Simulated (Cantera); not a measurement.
A closed system holds: 1 mol MgCO3, 7.7 mol O2, 5 mol CO2, held at 1575 K and 3300 Pa.

These are equilibrium values from Cantera (NASA tables, ideal gas, pure condensed phases), not measurements of a reactor. Candidate condensed phases: C, Mg, MgCO3, MgO; 15 gas species. Equilibrium is a limit: real reactors are often held back by kinetics, nucleation or transport.

Q: What is the equilibrium state?

A: 
| Item | Result |
|---|---|
| x(O2) | 0.562 |
| x(CO2) | 0.438 |
| x(CO) | 4.59e-5 |
| x(O) | 4.42e-5 |
| n(MgO(s)) | 1.00 mol |
| gas amount | 13.70 mol |
| log10 activity of C(graphite) (absent) | -13.25 |
| log10 activity of Mg(l) (absent) | -13.29 |
